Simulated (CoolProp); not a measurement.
Properties of cyclopentane along the isobar 1.21 MPa.

Values from CoolProp's reference Helmholtz-energy equation of state, Gedanitz 2015.

| T (°C) | phase | density (kg/m³) | cv (kJ/(kg K)) | Joule-Thomson coefficient (K/MPa) | expansivity (1/kK) | fugacity coefficient |
|---|---|---|---|---|---|---|
| 193.55 | gas | 25.43 | 1.926 | 11.32 | 3.470 | 0.8761 |
| 203.95 | gas | 24.56 | 1.969 | 10.35 | 3.259 | [?] |
| 214.35 | gas | 23.76 | 2.011 | 9.514 | 3.079 | 0.8924 |
| 224.75 | gas | [?] | 2.054 | 8.780 | 2.923 | [?] |
| 235.25 | gas | 22.35 | 2.096 | 8.127 | 2.784 | 0.9062 |
| 245.65 | gas | [?] | 2.138 | 7.554 | [?] | 0.9122 |
| 256.05 | gas | 21.15 | 2.179 | 7.042 | [?] | 0.9178 |
| 266.45 | gas | 20.61 | 2.220 | 6.583 | 2.455 | 0.9229 |
| 276.85 | gas | [?] | [?] | 6.169 | 2.366 | 0.9277 |

**Question.** Some entries are withheld; supply them.

**Answer.** 
- 203.95, fugacity coefficient: 0.8846
- 224.75, density (kg/m³): 23.03
- 224.75, fugacity coefficient: 0.8996
- 245.65, density (kg/m³): 21.73
- 245.65, expansivity (1/kK): 2.662
- 256.05, expansivity (1/kK): 2.553
- 276.85, density (kg/m³): 20.10
- 276.85, cv (kJ/(kg K)): 2.260
